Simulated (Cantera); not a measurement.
Input: 1 mol SiC, 0.0073 mol H₂O, 56 mol N₂, 2.7 mol O₂, equilibrated at 1000 Pa.

Cantera equilibrium calculation (NASA polynomials, part measured and part estimated; ideal gas, pure solids and liquids). Candidate condensed phases: C, C₆H₆, C₇H₈, C₈H₁₈, H₂O, Si, SiC, SiO₂, Si₂N₂O, Si₃N₄; 151 gas species. The tables hold silica as quartz up to 1696 K and as liquid above; real silica turns to tridymite and cristobalite and melts near 1996 K. Rates play no part. All values below are at 1173 K.

Base state: N₂ 0.970, CO₂ 0.0173, O₂ 0.0121, H₂O 0.000126, NO 4.22e-5 (mole fractions); condensed: SiO₂(β-quartz).

Problem. What changes in the equilibrium state with this change: SiC replaced by Si₃N₄?

Solution. 
```csv
species,before,after
N₂,0.970,1.000
H₂,<1e-9,0.000126
H₂O,0.000126,8.50e-9
CO₂,0.0173,0
O₂,0.0121,<1e-9
NO,4.22e-5,<1e-9
"SiO₂(β-quartz), mol",1.00,2.60
"Si₂N₂O(s), mol",0,0.198
```
Mutual solubility and eutectic melting of coexisting phases are not modelled.
